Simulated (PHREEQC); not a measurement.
Consider water at 64 °C with 0.0028 mol NiSO4, 0.051 mol NaCl and 0.00025 mol NiCl2 per kg of water. Closed to the air; pH follows from the charge balance.

The numbers come from PHREEQC with the ion-association model, wateq4f.dat.

| Item | Value |
|---|---|
| pH | 5.91 |
| ionic strength | 0.0610 mol/kgw |

| species | molality | activity | log γ |
|---|---|---|---|
| Cl- | 0.0513 | 0.0403 | -0.105 |
| Na+ | 0.0507 | 0.0405 | -0.098 |
| Ni+2 | 0.00264 | 0.00106 | -0.396 |
| SO4-2 | 0.00226 | 0.000925 | -0.387 |
| NaSO4- | 0.000290 | 0.000234 | -0.094 |
| NiSO4 | 0.000254 | 0.000258 | 0.006 |
| NiCl+ | 0.000135 | 0.000108 | -0.099 |
| NiCl2 | 1.55e-5 | 1.58e-5 | 0.006 |
| NiOH+ | 1.70e-6 | 1.35e-6 | -0.099 |
| H+ | 1.46e-6 | 1.22e-6 | -0.078 |
| HSO4- | 3.61e-7 | 2.88e-7 | -0.099 |
| OH- | 1.19e-7 | 9.36e-8 | -0.105 |

This is a speciation only: nothing precipitates in the calculation. Away from 25 °C the constants follow the database's enthalpies or fits; those with neither stay at their 25 °C values.
